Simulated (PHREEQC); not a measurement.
A solution holds 0.004 mol HF, 0.025 mol (NH4)2SiF6 and 0.057 mol HBF4 per kg of water, at 20 °C. Closed to the air; pH follows from the charge balance.

All values are PHREEQC results (ion-association model, wateq4f.dat), not measurements.

```tsv
quantity	before	after
pH	1.34	1.37
ionic strength (mol/kgw)	0.131	0.131
HF (mol/kgw)	0.0113	0.0125
H3BO3 (mol/kgw)	0.00161	0.00103
BF3OH- (mol/kgw)	0.00154	0.00141
H2F2 (mol/kgw)	0.000411	0.000502
SI of Quartz (SiO2)	-0.65	-0.97
```

Problem. Which change was made?
A. (NH4)2SiF6 from 0.025 to 0.05 mol/kgw
B. HF left out
C. temperature from 20 to 35 °C
D. 0.0074 mol/kgw NaOH added
E. HF replaced by NaHF2 at the same molality

Solution. E, HF replaced by NaHF2 at the same molality

This is a speciation only: nothing precipitates in the calculation. SiF6-2 is the database's only silicon fluoride. Real BF4- forms and hydrolyses slowly; the run takes it at equilibrium.
